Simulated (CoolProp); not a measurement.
Saturation properties of R236EA (Tc = 412.4 K, pc = 34.14 bar, ω = 0.368).

Model: reference Helmholtz-energy equation of state, Rui 2013, in CoolProp.

| T (K) | p (bar) | vapour density (kg/m³) | enthalpy of vaporisation (kJ/kg) | liquid cp (kJ/(kg K)) |
|---|---|---|---|---|
| 327.6 | 5.172 | 33.46 | 138.6 | 1.320 |
| 332.9 | 5.986 | 38.77 | 135.2 | 1.335 |
| 338.2 | 6.894 | 44.79 | 131.6 | 1.352 |
| 343.5 | 7.903 | 51.60 | 127.8 | 1.371 |
| 348.7 | 8.997 | 59.15 | 124.0 | 1.392 |
| 354 | 10.23 | 67.86 | 119.8 | 1.416 |
| 359.3 | 11.58 | 77.76 | 115.4 | 1.444 |
| 364.6 | 13.06 | 89.05 | 110.7 | 1.478 |
| 369.8 | 14.65 | 101.7 | 105.7 | 1.517 |
| 375.1 | 16.42 | 116.6 | 100.3 | 1.567 |
| 380.4 | 18.34 | 133.9 | 94.32 | 1.632 |
| 385.7 | 20.44 | 154.5 | 87.74 | 1.719 |
| 390.9 | 22.67 | 178.7 | 80.46 | 1.840 |
| 396.2 | 25.14 | 209.4 | 71.89 | 2.035 |

It boils at 279.3 K under 1 atm.
